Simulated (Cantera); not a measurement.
A counterflow diffusion flame at 0.550 bar, nozzles 20 mm apart: fuel side H2 : N2 = 1 : 1.8 (molar parts) at 525 K, oxidiser side O2 : N2 = 0.27 : 0.73 (molar parts) at 625 K, fuel mass flux 1 times the oxidiser's; mixture-averaged transport, no radiation.

Cantera simulation using the H2/O2 subset of GRI-Mech 3.0, which has no nitrogen chemistry; the numbers are that mechanism's predictions, not measurements. The maximum strain rate includes the flame's own expansion and is several times the mean.

x: mole fraction; the columns are a selection and need not sum to one.

| oxidiser flux (kg/m²/s) | max strain (1/s) | mean strain (1/s) | T max (K) | peak x OH | peak x H | peak x H2O | peak x HO2 |
|---|---|---|---|---|---|---|---|
| 0.33 | 409 | 124 | 1959 | 0.0130 | 0.0160 | 0.223 | 3.85e-5 |
| 0.43 | … | 161 | 1924 | 0.0129 | … | 0.220 | … |
| 0.57 | 678 | 213 | 1886 | 0.0128 | 0.0191 | 0.218 | 5.43e-5 |
| 0.75 | 876 | 281 | 1847 | 0.0126 | 0.0207 | 0.215 | 6.31e-5 |
| 0.99 | 1140 | 371 | 1804 | 0.0122 | 0.0223 | 0.212 | 7.32e-5 |
| 1.3 | … | 487 | 1764 | 0.0118 | 0.0240 | 0.210 | … |
| 1.7 | 1890 | 636 | 1720 | 0.0113 | 0.0255 | 0.207 | 9.27e-5 |
| 2.2 | 2420 | 823 | 1681 | 0.0109 | 0.0269 | 0.204 | 0.000102 |
| 3 | 3240 | 1120 | 1631 | 0.0102 | 0.0283 | 0.199 | 0.000113 |

### Question
Fill in the missing entries.

### Answer

- 0.43, max strain (1/s): 522
- 0.43, peak x H: 0.0175
- 0.43, peak x HO2: 4.59e-5
- 1.3, max strain (1/s): 1470
- 1.3, peak x HO2: 8.30e-5
